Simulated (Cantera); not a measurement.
A closed system holds: 1 mol SiH₄, 0.32 mol O₃, 1.4 mol H₂, 2.7 mol NO, held at 0.780 bar.

These are equilibrium values from Cantera (NASA tables, ideal gas, pure condensed phases), not measurements of a reactor. Candidate condensed phases: H₂O, Si, SiO₂, Si₂N₂O, Si₃N₄; 35 gas species. The tables hold silica as quartz up to 1696 K and as liquid above; real silica turns to tridymite and cristobalite and melts near 1996 K. Gases not in the tables: Si(OH)₄. Equilibrium is a limit: real reactors are often held back by kinetics, nucleation or transport.

Task: Which condensed phases are stable at each of these points (T (°C)): 475, 550, 625, 700, 775, 850, 925, 1000, 1075, 1150, 1225, 1300?

Result: 
```tsv
T (°C)	condensed phases	Si condensed (%)
475	SiO₂(α-quartz)	100.0
550	SiO₂(α-quartz)	100.0
625	SiO₂(β-quartz)	100.0
700	SiO₂(β-quartz)	100.0
775	SiO₂(β-quartz)	100.0
850	SiO₂(β-quartz)	100.0
925	SiO₂(β-quartz)	100.0
1000	SiO₂(β-quartz)	100.0
1075	SiO₂(β-quartz)	100.0
1150	SiO₂(β-quartz)	100.0
1225	SiO₂(β-quartz)	100.0
1300	SiO₂(β-quartz)	100.0
```

From 475 °C to 550 °C the condensed part is SiO₂(α-quartz). From 625 °C to 1300 °C the condensed part is SiO₂(β-quartz).
